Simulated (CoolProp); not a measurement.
Properties of methanol at several states (Tc = 513.4 K, pc = 8.216 MPa, ω = 0.565).

Model: reference Helmholtz-energy equation of state, de Reuck 1993, in CoolProp.

| T (K) | p (MPa) | phase | speed of sound (m/s) | Joule-Thomson coefficient (K/MPa) | expansivity (1/kK) |
|---|---|---|---|---|---|
| 412.3 | 2.46 | liquid | (withheld) | -0.04822 | (withheld) |
| 188 | 1.11 | liquid | 1540 | (withheld) | 1.117 |
| 458.7 | 14.2 | liquid | 699.3 | 0.07292 | 2.592 |

Problem. Complete the blanks.

Solution. 
- 412.3, speed of sound (m/s): 744.2
- 412.3, expansivity (1/kK): 2.142
- 188, Joule-Thomson coefficient (K/MPa): -0.4001
